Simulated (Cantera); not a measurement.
Charge: 1 mol TiCl₄, 8.2 mol H₂O, held at 0.110 bar.

These are equilibrium values from Cantera (NASA tables, ideal gas, pure condensed phases), not measurements of a reactor. Candidate condensed phases: H₂O, Ti, TiCl₂, TiCl₃, TiCl₄, TiO, TiO₂, Ti₂O₃, Ti₃O₅, Ti₄O₇; 23 gas species. Gases not in the tables: TiO(OH)₂. The numbers say what is thermodynamically allowed, not how fast it happens.

Problem. At 1348 K, list the 4 most abundant gas species with their mole fractions, and the condensed phases.

Solution. H₂O 0.608, HCl 0.392, Cl 0.000199, H₂ 0.000131. Condensed: TiO₂(rutile).
